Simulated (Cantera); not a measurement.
Feed: 1 mol B2O3, 31 mol H2, at 1823 K and 0.000180 bar.

Method: chemical equilibrium by Gibbs-energy minimisation in Cantera with the NASA 1993 tables (ideal gas, pure condensed phases). Candidate condensed phases: B, B2O3, B3O3H3, H2O; 23 gas species. The numbers say what is thermodynamically allowed, not how fast it happens.

Base state: H2 0.914, H 0.0309, HBO2 0.0189, HBO 0.0149, BO 0.00877, B2O3 0.00840, H2O 0.00327, B2O2 0.000891 (mole fractions); condensed: gas only.

Question: What changes in the equilibrium state with this change: pressure from 0.000180 bar to 1.00 bar?

Answer: 
```csv
species,before,after
H2,0.914,0.966
HBO,0.0149,0.0143
HBO2,0.0189,0.0117
H,0.0309,0.000426
BO,0.00877,0.000109
B3O3H3,<1e-9,7.78e-5
BO2,5.39e-5,4.35e-7
B2O3,0.00840,0.00470
H2O,0.00327,0.00224
B2O2,0.000891,0.000770
"B2O3(l), mol",0,0.412
```
